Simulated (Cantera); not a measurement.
Cantera run, input and output.

```python
import numpy as np
import cantera as ct

gas = ct.Solution("gri30.yaml", transport_model="multicomponent")
show = ['CH4', 'NO', 'N2']

rows = []
print(f"{'T/K':>7s}{'rho':>11s}{'cp':>10s}{'mu':>11s}{'lambda':>11s}{'Pr':>7s}" + "".join(f"{'D_' + s:>11s}" for s in show))
for T in [400, 650, 900, 1150, 1400, 1650, 1900, 2150]:
    gas.TPX = T, 440000, {'C3H8': 0.35, 'H2': 0.085}
    Pr = gas.cp_mass * gas.viscosity / gas.thermal_conductivity
    D = [gas.mix_diff_coeffs_mole[gas.species_index(s)] for s in show]
    rows.append([gas.density, gas.cp_mass, gas.viscosity, gas.thermal_conductivity, Pr, *D])
    print(f"{T:7g}{gas.density:11.4e}{gas.cp_mass:10.1f}{gas.viscosity:11.4e}"
          f"{gas.thermal_conductivity:11.4e}{Pr:7.3f}" + "".join(f"{d:11.4e}" for d in D))
print("SI units: kg/m3, J/kg/K, Pa s, W/m/K, m2/s")
```

It prints:

```
    T/K        rho        cp         mu     lambda     Pr      D_CH4       D_NO       D_N2
    400 4.7462e+00    2269.9 1.1182e-05 4.3488e-02  0.584 5.8697e-06 5.2370e-06 5.3432e-06
    650 2.9207e+00    3208.8 1.6927e-05 8.4405e-02  0.644 1.3980e-05 1.2299e-05 1.2548e-05
    900 2.1094e+00    3870.9 2.1740e-05 1.2659e-01  0.665 2.4542e-05 2.1457e-05 2.1891e-05
   1150 1.6508e+00    4316.9 2.5957e-05 1.6650e-01  0.673 3.7240e-05 3.2452e-05 3.3109e-05
   1400 1.3560e+00    4646.9 2.9764e-05 2.0471e-01  0.676 5.1876e-05 4.5124e-05 4.6036e-05
   1650 1.1506e+00    4907.0 3.3275e-05 2.4141e-01  0.676 6.8313e-05 5.9356e-05 6.0556e-05
   1900 9.9919e-01    5107.8 3.6563e-05 2.7627e-01  0.676 8.6450e-05 7.5062e-05 7.6580e-05
   2150 8.8301e-01    5259.2 3.9678e-05 3.0912e-01  0.675 1.0621e-04 9.2174e-05 9.4038e-05
SI units: kg/m3, J/kg/K, Pa s, W/m/K, m2/s
```

Computed with Cantera and GRI-Mech 3.0 (53 species, 325 reactions). The composition is frozen, though it would react at the higher temperatures.
